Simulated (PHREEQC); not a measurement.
A solution holds 0.88 mmol/kgw Sr(OH)2 and 2.5 mmol/kgw CdCl2, at 20 °C. Closed to the air; pH follows from the charge balance.

All values are PHREEQC results (ion-association model, wateq4f.dat), not measurements.

Question: The ionic strength comes out as 0.00579 mol/kgw. What activity coefficients do Cd2OH+3, Cd+2, OH-, Sr+2, CdOH+ get?

Answer: Cd2OH+3 0.49, Cd+2 0.72, OH- 0.92, Sr+2 0.73, CdOH+ 0.92.

This is a speciation only: nothing precipitates in the calculation. Examples of supersaturated solids here: Cd(OH)2, CdOHCl. Others may be too. Species that the database lacks are ignored.
